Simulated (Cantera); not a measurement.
## Si + CO2 + H2 (thermal oxidation and active oxidation of silicon)

Charge: 1 mol Si, 0.68 mol CO2, 43 mol H2, held at 0.580 Pa.

Cantera equilibrium calculation (NASA polynomials, part measured and part estimated; ideal gas, pure solids and liquids). Candidate condensed phases: C, C6H6, C7H8, C8H18, H2O, Si, SiC, SiO2; 123 gas species. The numbers say what is thermodynamically allowed, not how fast it happens.

```tsv
T (°C)	x H2	x H	x SiO	x CO	x Si	x SiH	x Si2C	x Si2	n SiC(s)
1150	0.967	0.00271	0.0189	0.0117	4.75e-5	5.04e-7	3.81e-8	6.13e-9	0.159
1175	0.966	0.00376	0.0189	0.0117	9.54e-5	9.04e-7	9.50e-8	1.57e-8	0.158
1200	0.964	0.00516	0.0188	0.0118	0.000187	1.59e-6	2.29e-7	3.88e-8	0.156
1225	0.962	0.00700	0.0187	0.0119	0.000356	2.72e-6	5.34e-7	9.24e-8	0.152
1250	0.959	0.00940	0.0185	0.0120	0.000662	4.56e-6	1.21e-6	2.12e-7	0.145
1275	0.956	0.0125	0.0182	0.0122	0.00120	7.46e-6	2.63e-6	4.65e-7	0.133
1300	0.951	0.0165	0.0177	0.0127	0.00209	1.18e-5	5.50e-6	9.70e-7	0.112
1325	0.945	0.0215	0.0169	0.0133	0.00353	1.81e-5	1.11e-5	1.90e-6	0.0793
1350	0.936	0.0278	0.0157	0.0144	0.00570	2.67e-5	2.11e-5	3.46e-6	0.0287
1375	0.927	0.0356	0.0150	0.0149	0.00695	2.96e-5	1.67e-5	3.62e-6	0
1400	0.918	0.0453	0.0149	0.0149	0.00695	2.71e-5	6.92e-6	2.58e-6	0
1425	0.906	0.0572	0.0148	0.0148	0.00692	2.47e-5	2.91e-6	1.84e-6	0
1450	0.892	0.0715	0.0147	0.0147	0.00688	2.25e-5	1.24e-6	1.32e-6	0
1475	0.875	0.0888	0.0145	0.0145	0.00682	2.05e-5	5.39e-7	9.52e-7	0
```
x: gas mole fraction; n: condensed amount in mol.

From 1150 °C to 1350 °C the condensed part is SiC(s). From 1375 °C to 1475 °C nothing is condensed. The main Si-bearing gas is SiO throughout.
